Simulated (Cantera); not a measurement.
Cantera run:

```python
import numpy as np
import cantera as ct

gas_names = [...]  # 110 gases of nasa_gas.yaml made of C, H, O
cond_names = """
    C(gr) C6H6(L) C7H8(L) C8H18(L),n-octa H2O(s) H2O(L)
""".split()


# ... load() reads the species with a 1 bar reference pressure and builds the phases ...
atoms = {
    'n-butane': {'C': 4, 'H': 10},
    'H2O': {'H': 2, 'O': 1},
    'H2': {'H': 2},
}
top_T = {'C(gr)': 4500}  # K; cautious upper limits of use, not melting points


# ... equilibrate(T, P, feed) seeds the gas with the atoms and calls Mixture.equilibrate('TP', solver="vcs", rtol=1e-11, max_steps=5000) ...
results = []
feed = {'n-butane': 1, 'H2O': 5.5, 'H2': 47}  # mol
T = 2300  # K
for P in [10, 72, 520, 3700, 27000, 190000, 1400000, 10000000]:
    mix = equilibrate(T, P, feed)
    results.append((T, P, feed, dict(zip(mix.species_names, mix.species_moles))))

top = {s: max(r[3][s] / sum(r[3][g] for g in gas_names) for r in results) for s in gas_names}
cols = sorted((s for s in top if top[s] > 0.0001), key=lambda s: -top[s])[:9]
seen = [c for c in cond_names if any(r[3].get(c, 0) > 1e-12 for r in results)]
print("log10 of partial pressures in bar; condensed amounts in mol")
print(f"{'P/Pa':>10s}" + "".join(f"{s[:9]:>10s}" for s in cols + seen))
for T, P, feed, n in results:
    ng = sum(n[g] for g in gas_names)
    print(f"{P:10.4g}" + "".join(f"{np.log10(max(n[s] / ng * P / 1e5, 1e-99)):10.3f}" for s in cols)
          + "".join(f"{n.get(c, 0):10.4g}" for c in seen))
```

It prints:

```
log10 of partial pressures in bar; condensed amounts in mol
      P/Pa        H2         H        CO       H2O         O        OH       CO2       CH4
        10    -4.446    -4.237    -5.340    -5.962    -6.503    -6.546    -7.605   -20.764
        72    -3.339    -3.684    -4.400    -4.869    -6.517    -6.007    -6.679   -17.596
       520    -2.383    -3.206    -3.500    -3.941    -6.545    -5.556    -5.807   -14.756
      3700    -1.494    -2.761    -2.631    -3.064    -6.557    -5.124    -4.950   -12.098
   2.7e+04    -0.617    -2.323    -1.761    -2.192    -6.562    -4.690    -4.085    -9.469
   1.9e+05     0.235    -1.897    -0.912    -1.341    -6.564    -4.266    -3.237    -6.913
   1.4e+06     1.104    -1.462    -0.043    -0.473    -6.564    -3.832    -2.369    -4.305
     1e+07     1.959    -1.035     0.810     0.385    -6.561    -3.401    -1.513    -1.747
```

These are equilibrium values from Cantera (NASA tables, ideal gas, pure condensed phases), not measurements of a reactor. The ideal-gas law is rough above about 30 bar.
